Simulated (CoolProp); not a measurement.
The numbers come from the reference Helmholtz-energy equation of state, Rui 2013 in CoolProp.

Give the vapour pressure (bar), liquid density (kg/m³), enthalpy of vaporisation (kJ/kg), surface tension (mN/m) of saturated R236EA at 52.05, 85.85 °C.


```tsv
T (°C)	p (bar)	liquid density (kg/m³)	enthalpy of vaporisation (kJ/kg)	surface tension (mN/m)
52.05	4.83	1330	140	8.53
85.85	11.5	1200	116	4.56
```

Surface tension comes from a separate correlation (Mulero 2012).
